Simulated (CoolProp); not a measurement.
Vapour-liquid equilibrium of R113 (1) + n-heptane (2) at 40.95 °C; x and y are mole fractions of (1).

Values from CoolProp's multi-fluid Helmholtz-energy mixture model, Marx 1992 and Span 2003; pair parameters Bell 2016.

### Question
Give the bubble pressure and the first vapour's composition at x = 0.05, 0.15, 0.45. Is there an azeotrope?

### Answer
x = 0.05: 0.1746 bar, y = 0.297; x = 0.15: 0.2625 bar, y = 0.577; x = 0.45: 0.4853 bar, y = 0.841. No azeotrope shows between x = 0.05 and 0.95.

The pair parameters rest on a limited set of measurements; away from them the model extrapolates.
